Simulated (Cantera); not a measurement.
A perfectly stirred reactor is fed with H2 : O2 : N2 = 0.48 : 1 : 1 (molar parts), equivalence ratio 0.24, at 0.0132 atm; it is held at 1025 K, and followed from long to short residence time.

Cantera simulation using the H2/O2 subset of GRI-Mech 3.0, which has no nitrogen chemistry; the numbers are that mechanism's predictions, not measurements. Radical loss at walls, strong at low pressure, is not modelled. The temperature is held fixed by assumption; the heat of reaction is taken as removed at once.

Task: What does this change do: pressure from 0.0132 atm to 0.00286 atm?

Result: 
| quantity | before | after |
|---|---|---|
| x(H2) at τ = 6.50 s | 0.000454 | 0.00154 |
| x(O2) at τ = 6.50 s | 0.339 | 0.337 |
| x(O) at τ = 6.50 s | 0.000438 | 0.00325 |
| x(HO2) at τ = 6.50 s | 3.62e-6 | 1.42e-6 |
| x(OH) at τ = 6.50 s | 0.000451 | 0.00127 |
| x(H2) at τ = 0.110 s | 0.00544 | 0.0133 |
| x(O2) at τ = 0.110 s | 0.337 | 0.325 |
| x(O) at τ = 0.110 s | 0.00565 | 0.0256 |
| x(HO2) at τ = 0.110 s | 7.11e-6 | 1.43e-6 |
| x(OH) at τ = 0.110 s | 0.00191 | 0.00366 |

Task: What does this change do: H2 0.48 to 0.17 parts?

Result: 
| quantity | before | after |
|---|---|---|
| x(H2) at τ = 6.50 s | 0.000454 | 0.000206 |
| x(O2) at τ = 6.50 s | 0.339 | 0.438 |
| x(O) at τ = 6.50 s | 0.000438 | 0.000467 |
| x(HO2) at τ = 6.50 s | 3.62e-6 | 1.87e-6 |
| x(OH) at τ = 6.50 s | 0.000451 | 0.000296 |
| x(H2) at τ = 0.110 s | 0.00544 | 0.00229 |
| x(O2) at τ = 0.110 s | 0.337 | 0.435 |
| x(O) at τ = 0.110 s | 0.00565 | 0.00550 |
| x(HO2) at τ = 0.110 s | 7.11e-6 | 4.41e-6 |
| x(OH) at τ = 0.110 s | 0.00191 | 0.00127 |
